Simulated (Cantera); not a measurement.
Mixture: CH4 : O2 : N2 : CO2 = 1 : 2.86 : 10.7 : 3 (molar parts), equivalence ratio 0.70, at 3.00 bar, adiabatic and at constant pressure. Ignition delay is the time to a rise of 400 K.

Computed with Cantera and GRI-Mech 3.0 (53 species, 325 reactions).

Problem. At T0 = 1375 K, what is the delay, and which 6 reactions control it most (d ln τ / d ln k, from doubling and halving each rate constant)?

Solution. The delay is 2.17 ms.
```tsv
reaction	d ln τ / d ln k	faster rate
2 CH3 (+M) <=> C2H6 (+M)	0.51	lengthens it
CH3 + O2 <=> CH3O + O	-0.45	shortens it
H + O2 <=> O + OH	-0.34	shortens it
CH3 + O2 <=> CH2O + OH	-0.28	shortens it
CH3 + HO2 <=> CH3O + OH	-0.28	shortens it
CH4 + H <=> CH3 + H2	0.27	lengthens it
```
